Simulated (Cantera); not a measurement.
Feed: 1 mol B₂O₃, 1.6 mol NH₃, equilibrated at 2050 K and 750 Torr.

These are equilibrium values from Cantera (NASA tables, ideal gas, pure condensed phases), not measurements of a reactor. Candidate condensed phases: B, BN, B₂O₃, B₃O₃H₃, H₂O; 39 gas species. Kinetics and transport are ignored.

Base state: H₂ 0.596, N₂ 0.217, B₂O₃ 0.0707, HBO₂ 0.0546, HBO 0.0450, B₂O₂ 0.00861, H₂O 0.00476, BO 0.00183 (mole fractions); condensed: B₂O₃(l).

Problem. What changes in the equilibrium state with this change: B₂O₃ replaced by B?

Solution. 
| species | before | after |
|---|---|---|
| H₂ | 0.596 | 0.887 |
| N₂ | 0.217 | 0.111 |
| H | 0.00175 | 0.00214 |
| B₂O₃ | 0.0707 | 0 |
| HBO₂ | 0.0546 | 0 |
| HBO | 0.0450 | 0 |
| BH₂ | 4.05e-6 | 2.57e-5 |
| B₂O₂ | 0.00861 | 0 |
| H₂O | 0.00476 | 0 |
| BO | 0.00183 | 0 |
| B₃O₃H₃ | 2.99e-5 | 0 |
| B₂O₃(l), mol | 0.520 | 0 |
| BN(s), mol | 0 | 1.000 |
The tables' values for BH₂ are old estimates; treat these amounts as uncertain.
